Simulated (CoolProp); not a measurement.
Vapour-liquid equilibrium of diethyl ether (1) + ethanol (2) at 298.5 K; x and y are mole fractions of (1).

Model: multi-fluid Helmholtz-energy mixture model, Thol 2014 and Schroeder 2014; pair parameters Bell 2016, in CoolProp.

Question: Give the bubble pressure and the first vapour's composition at x = 0.05, 0.2, 0.8. Is there an azeotrope?

Answer: x = 0.05: 16.35 kPa, y = 0.529; x = 0.2: 35.31 kPa, y = 0.808; x = 0.8: 64.04 kPa, y = 0.946. No azeotrope shows between x = 0.05 and 0.95.

Pair parameters are fitted to limited data, so mixtures are less certain than the pure fluids. With so large a gap from Raoult's law the liquid may split in two, which this calculation doesn't test in full.
